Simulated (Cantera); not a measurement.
A closed system holds: 1 mol CH3OH, 0.59 mol NH3, 27 mol N2, at 36.0 bar.

Method: chemical equilibrium by Gibbs-energy minimisation in Cantera with the NASA 1993 tables (ideal gas, pure condensed phases). Candidate condensed phases: C, C6H6, C7H8, C8H18, H2O; 136 gas species. The ideal-gas law is rough above about 30 bar. Kinetics and transport are ignored.

x: gas mole fraction; n: condensed amount in mol.

| T (°C) | x N2 | x H2 | x CO | x CH4 | x H2O | x CO2 | x NH3 | n C(graphite) |
|---|---|---|---|---|---|---|---|---|
| 550 | 0.920 | 0.0268 | 0.00171 | 0.0241 | 0.0219 | 0.00507 | ___ | 0.0855 |
| 650 | 0.909 | 0.0450 | 0.00665 | 0.0170 | 0.0166 | 0.00502 | ___ | 0.140 |
| 750 | 0.897 | 0.0630 | 0.0161 | 0.0107 | 0.0100 | 0.00335 | ___ | 0.0808 |
| 850 | 0.886 | 0.0766 | 0.0250 | 0.00605 | 0.00466 | 0.00139 | ___ | 0 |
| 950 | 0.880 | 0.0851 | 0.0290 | 0.00275 | 0.00225 | 0.000524 | ___ | 0 |
| 1050 | 0.878 | 0.0890 | 0.0306 | 0.00126 | 0.00110 | 0.000205 | ___ | 0 |
| 1150 | 0.877 | 0.0907 | 0.0313 | 0.000597 | 0.000597 | 9.10e-5 | ___ | 0 |
| 1250 | 0.876 | 0.0915 | 0.0316 | 0.000280 | 0.000377 | 4.85e-5 | ___ | 0 |
| 1350 | 0.876 | 0.0919 | 0.0317 | 0.000126 | 0.000285 | 3.18e-5 | ___ | 0 |
| 1450 | 0.876 | 0.0920 | 0.0318 | 5.51e-5 | 0.000249 | 2.45e-5 | ___ | 0 |
| 1550 | 0.876 | 0.0921 | 0.0318 | 2.48e-5 | 0.000236 | 2.08e-5 | ___ | 0 |
| 1650 | 0.875 | 0.0921 | 0.0318 | 1.19e-5 | 0.000231 | 1.85e-5 | ___ | 0 |

Question: Some entries are withheld; supply them.

Answer: 
- 550, x NH3: 0.000361
- 650, x NH3: 0.000331
- 750, x NH3: 0.000270
- 850, x NH3: 0.000202
- 950, x NH3: 0.000144
- 1050, x NH3: 0.000101
- 1150, x NH3: 7.28e-5
- 1250, x NH3: 5.39e-5
- 1350, x NH3: 4.13e-5
- 1450, x NH3: 3.25e-5
- 1550, x NH3: 2.62e-5
- 1650, x NH3: 2.16e-5
